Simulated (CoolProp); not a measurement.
Vapour-liquid equilibrium of R22 (1) + ethanol (2) at 2.13 bar; x and y are mole fractions of (1).

Computed with CoolProp (multi-fluid Helmholtz-energy mixture model, Kamei 1995 and Schroeder 2014; pair parameters Bell 2016).

| x | bubble temperature (°C) | y at the bubble point | dew temperature at overall composition x (°C) | liquid density (mol/L) |
|---|---|---|---|---|
| 0.05 | 59.7 | ___ | 97.0 | 16.27 |
| 0.15 | 17.0 | 0.979 | 93.8 | 16.96 |
| 0.25 | -0.1 | 0.994 | ___ | 17.14 |
| 0.35 | -8.7 | 0.997 | ___ | 17.14 |
| 0.45 | -13.5 | 0.998 | 82.1 | 17.06 |
| 0.55 | -16.2 | 0.999 | 77.0 | 16.91 |
| 0.65 | -17.9 | 0.999 | 70.9 | 16.70 |
| 0.75 | -19.1 | 0.999 | 63.1 | 16.46 |
| 0.85 | -20.5 | 0.999 | 52.0 | 16.18 |
| 0.95 | -22.4 | 1.000 | ___ | 15.87 |

Q: Complete the blanks.

A: 
- 0.05, y at the bubble point: 0.785
- 0.25, dew temperature at overall composition x (°C): 90.3
- 0.35, dew temperature at overall composition x (°C): 86.4
- 0.95, dew temperature at overall composition x (°C): 31.0

No azeotrope shows between x = 0.05 and 0.95.

Pair parameters are fitted to limited data, so mixtures are less certain than the pure fluids. With so large a gap from Raoult's law the liquid may split in two, which this calculation doesn't test in full.
